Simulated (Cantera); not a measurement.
A Cantera script and its output.

```python
import numpy as np
import cantera as ct

gas = ct.Solution("gri30.yaml")
gas.TPX = 1475, 940000, {'CO': 0.0015, 'O2': 0.0087, 'H2O': 0.0095, 'N2': 1}
reactor = ct.IdealGasConstPressureReactor(gas, energy="off", clone=False)
net = ct.ReactorNet([reactor])
net.rtol, net.atol = 1e-08, 1e-18
show = ['CO', 'O2', 'H2O', 'N2O', 'CO2', 'H2']
times = np.geomspace(3e-05, 10, 14)

steps = ct.SolutionArray(gas, extra=["t"])
rows = []
print(f"{'t/s':>10s}{'T/K':>9s}{'P/Pa':>11s}" + "".join(f"{s:>11s}" for s in show))
for t in times:
    while net.time < t:
        t_next = net.step()
        steps.append(gas.state, t=t_next)
    rows.append([np.interp(t, steps.t, y) for y in (steps.T, steps.P, *steps(*show).X.T)])
    print(f"{t:10.3e}{rows[-1][0]:9.1f}{rows[-1][1]:11.4g}" + "".join(f"{x:11.3e}" for x in rows[-1][2:]))
rate = np.gradient(steps.T, steps.t)
print("integrator steps:", len(steps.t))
if steps.T.max() > steps.T[0] + 200:
    print(f"time of steepest temperature rise: {steps.t[rate.argmax()]:.4e} s")
gas.TPX = 1475, 940000, {'CO': 0.0015, 'O2': 0.0087, 'H2O': 0.0095, 'N2': 1}
gas.equilibrate("TP")
print(f"equilibrium (TP): T = {gas.T:.1f} K  " + "  ".join(f"{s} {gas[s].X[0]:.3e}" for s in show))
```

Result:

```
       t/s      T/K       P/Pa         CO         O2        H2O        N2O        CO2         H2
 3.000e-05   1475.0    9.4e+05  1.471e-03  8.532e-03  9.316e-03  6.163e-12  1.129e-08  6.199e-10
 7.979e-05   1475.0    9.4e+05  1.471e-03  8.532e-03  9.316e-03  5.679e-11  9.830e-08  1.002e-08
 2.122e-04   1475.0    9.4e+05  1.466e-03  8.528e-03  9.314e-03  3.074e-09  5.420e-06  6.574e-07
 5.645e-04   1475.0    9.4e+05  9.469e-04  8.252e-03  9.259e-03  4.595e-07  5.244e-04  2.233e-05
 1.501e-03   1475.0    9.4e+05  2.503e-04  7.914e-03  9.294e-03  1.263e-06  1.222e-03  7.093e-06
 3.993e-03   1475.0    9.4e+05  3.726e-05  7.815e-03  9.312e-03  1.382e-06  1.435e-03  1.328e-06
 1.062e-02   1475.0    9.4e+05  3.341e-06  7.801e-03  9.318e-03  7.597e-07  1.469e-03  2.187e-07
 2.825e-02   1475.0    9.4e+05  1.481e-07  7.801e-03  9.321e-03  1.426e-07  1.472e-03  6.021e-08
 7.513e-02   1475.0    9.4e+05  1.860e-08  7.801e-03  9.321e-03  4.984e-08  1.472e-03  4.673e-08
 1.998e-01   1475.0    9.4e+05  1.829e-08  7.801e-03  9.321e-03  4.937e-08  1.472e-03  4.666e-08
 5.315e-01   1475.0    9.4e+05  1.829e-08  7.801e-03  9.321e-03  4.937e-08  1.472e-03  4.666e-08
 1.414e+00   1475.0    9.4e+05  1.829e-08  7.801e-03  9.321e-03  4.937e-08  1.472e-03  4.666e-08
 3.760e+00   1475.0    9.4e+05  1.829e-08  7.801e-03  9.321e-03  4.937e-08  1.472e-03  4.666e-08
 1.000e+01   1475.0    9.4e+05  1.829e-08  7.801e-03  9.321e-03  4.937e-08  1.472e-03  4.666e-08
integrator steps: 982
equilibrium (TP): T = 1475.0 K  CO 1.843e-08  O2 7.684e-03  H2O 9.321e-03  N2O 4.902e-08  CO2 1.472e-03  H2 4.701e-08
```

Computed with Cantera and GRI-Mech 3.0 (53 species, 325 reactions).
